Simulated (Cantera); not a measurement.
What does this Cantera script print?

```python
import numpy as np
import cantera as ct

gas_names = """
    C CN CO CO2 C2 CCN CNC C2N2 C2O C3 C3O2 C4 C4N2 C5 Cu CuO Cu2 N NCO NO NO2 NO3 N2 N2O O O2 O3
""".split()
cond_names = """
    C(gr) Cu(cr) Cu(L) CuO(s) Cu2O(s) Cu2O(L)
""".split()


# ... load() reads the species with a 1 bar reference pressure and builds the phases ...
atoms = {
    'Cu': {'Cu': 1},
    'CO2': {'C': 1, 'O': 2},
    'N2': {'N': 2},
}
top_T = {'C(gr)': 4500, 'CuO(s)': 1390}  # K; cautious upper limits of use, not melting points


# ... equilibrate(T, P, feed) seeds the gas with the atoms and calls Mixture.equilibrate('TP', solver="vcs", rtol=1e-11, max_steps=5000) ...
results = []
feed = {'Cu': 1, 'CO2': 0.023, 'N2': 110}  # mol
P = 150  # Pa
for T in [798, 898, 998, 1098, 1198, 1298, 1398, 1498, 1598, 1698, 1798, 1898]:
    mix = equilibrate(T, P, feed)
    results.append((T, P, feed, dict(zip(mix.species_names, mix.species_moles))))

top = {s: max(r[3][s] / sum(r[3][g] for g in gas_names) for r in results) for s in gas_names}
cols = sorted((s for s in top if top[s] > 1e-06), key=lambda s: -top[s])[:7]
seen = [c for c in cond_names if any(r[3].get(c, 0) > 1e-12 for r in results)]
print("log10 of partial pressures in bar; condensed amounts in mol")
print(f"{'T/K':>10s}" + "".join(f"{s[:9]:>10s}" for s in cols + seen))
for T, P, feed, n in results:
    ng = sum(n[g] for g in gas_names)
    print(f"{T:10.4g}" + "".join(f"{np.log10(max(n[s] / ng * P / 1e5, 1e-99)):10.3f}" for s in cols)
          + "".join(f"{n.get(c, 0):10.4g}" for c in seen))
```

Result:

```
log10 of partial pressures in bar; condensed amounts in mol
       T/K        N2        Cu       CO2        CO        NO         O        O2    Cu(cr)     Cu(L)   Cu2O(s)
       798    -2.824   -15.226    -6.504   -13.245   -13.950   -20.355   -14.432         1         0 2.806e-09
       898    -2.824   -12.788    -6.504   -12.071   -12.394   -17.627   -12.652         1         0         0
       998    -2.824   -10.842    -6.504   -10.975   -11.309   -15.603   -11.547         1         0         0
      1098    -2.824    -9.254    -6.504   -10.080   -10.422   -13.947   -10.645         1         0         0
      1198    -2.824    -7.935    -6.504    -9.336    -9.684   -12.567    -9.895    0.9991         0         0
      1298    -2.824    -6.822    -6.506    -8.707    -9.061   -11.400    -9.264     0.989         0         0
      1398    -2.824    -5.887    -6.513    -8.172    -8.531   -10.402    -8.729         0    0.9047         0
      1498    -2.826    -5.100    -6.534    -7.717    -8.079    -9.544    -8.281         0    0.4132         0
      1598    -2.828    -4.870    -6.578    -7.333    -7.697    -8.805    -7.912         0         0         0
      1698    -2.828    -4.869    -6.666    -7.022    -7.381    -8.176    -7.634         0         0         0
      1798    -2.828    -4.869    -6.829    -6.790    -7.142    -7.658    -7.469         0         0         0
      1898    -2.828    -4.869    -7.092    -6.639    -6.990    -7.255    -7.445         0         0         0
```

Method: chemical equilibrium by Gibbs-energy minimisation in Cantera with the NASA 1993 tables (ideal gas, pure condensed phases).
